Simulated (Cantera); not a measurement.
# Aluminium and copper etching: Al + HCl

A closed system holds: 1 mol Al, a varied amount of HCl, equilibrated at 0.195 Torr.

Method: chemical equilibrium by Gibbs-energy minimisation in Cantera with the NASA 1993 tables (ideal gas, pure condensed phases). Candidate condensed phases: Al, AlCl₃; 12 gas species. The tables' values for AlCl₂ are old estimates. Rates play no part.

Stable condensed phases:

```
T in °C \ n(HCl) in mol
         2.1 2.5 2.9 3.5 4.1 4.8 5.7 6.7   8 9.4  11  13  16
   1102    A   A   A   A   A   A   A   A   A   A   A   A   A
   1027    A   A   A   A   A   A   A   A   A   A   A   A   A
    952    A   A   A   A   A   A   A   A   A   A   A   A   A
    877    A   A   A   A   A   A   A   A   A   A   A   A   A
    802    A   A   A   A   A   A   A   A   A   A   A   A   A
    727    A   A   A   A   A   A   A   A   A   A   A   A   A
    652    A   A   A   A   A   A   A   A   A   A   A   A   A
    577    B   B   A   A   A   A   A   A   A   A   A   A   A
    502    B   B   B   A   A   A   A   A   A   A   A   A   A
    427    B   B   B   A   A   A   A   A   A   A   A   A   A
    352    B   B   B   A   A   A   A   A   A   A   A   A   A
    277    B   B   B   A   A   A   A   A   A   A   A   A   A
    202    B   B   B   A   A   A   A   A   A   A   A   A   A
```

A: gas only; B: Al.
